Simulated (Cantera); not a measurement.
Ignition delay

Mixture: CO : H2 : O2 : N2 = 1 : 0.82 : 0.758 : 2.85 (molar parts), at 1350 Torr, adiabatic and at constant pressure. Ignition delay is the time to a rise of 400 K.

Detailed kinetics in Cantera: GRI-Mech 3.0 (53 species, 325 reactions). Where the delays flatten at high temperature, the 400 K rule measures the pace of heat release, not the induction time.

```csv
T0 (K),delay (ms)
1225,0.0298
1275,0.0235
1325,0.0194
1375,0.0165
1425,0.0145
1475,0.0130
```
